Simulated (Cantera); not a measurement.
A freely propagating, adiabatic, planar premixed flame of C3H8 : O2 : N2 = 1 : 6.17 : 23.2 (molar parts), equivalence ratio 0.81, unburnt at 400 K and 560000 Pa; mixture-averaged transport, grid criteria slope 0.08 and curve 0.16, no radiation.

Detailed kinetics in Cantera: GRI-Mech 3.0 (53 species, 325 reactions). GRI-Mech 3.0 was tuned for natural gas; its chemistry of propane as a main component is partial and can be far from experiment. Burning velocities carry a grid error of a few per cent, more on coarse grids.

How do the results move with these cheaper or finer settings: unity-Lewis-number transport; multicomponent transport; multicomponent+Soret transport; grid criteria slope 0.5, curve 1; grid criteria slope 0.25, curve 0.5; grid criteria slope 0.03, curve 0.06?


```csv
setting,laminar burning velocity,thermal thickness,peak x(C2H),peak x(HCO),grid points
as above,35.9 cm/s,0.0967 mm,4.10e-7,2.67e-5,138
unity-Lewis-number transport,31.7 cm/s,0.0993 mm,4.73e-7,2.58e-5,132
multicomponent transport,36.2 cm/s,0.0976 mm,4.15e-7,2.70e-5,138
multicomponent+Soret transport,35.9 cm/s,0.0978 mm,4.13e-7,2.70e-5,139
"grid criteria slope 0.5, curve 1",39.6 cm/s,0.104 mm,4.04e-7,2.63e-5,35
"grid criteria slope 0.25, curve 0.5",37.2 cm/s,0.0994 mm,4.10e-7,2.65e-5,57
"grid criteria slope 0.03, curve 0.06",34.9 cm/s,0.0965 mm,3.92e-7,2.62e-5,364
```
The base run took very roughly 10 core-seconds.
Unity Lewis numbers drop preferential diffusion, which matters most where H2 and H carry the flame; Soret adds thermal diffusion.
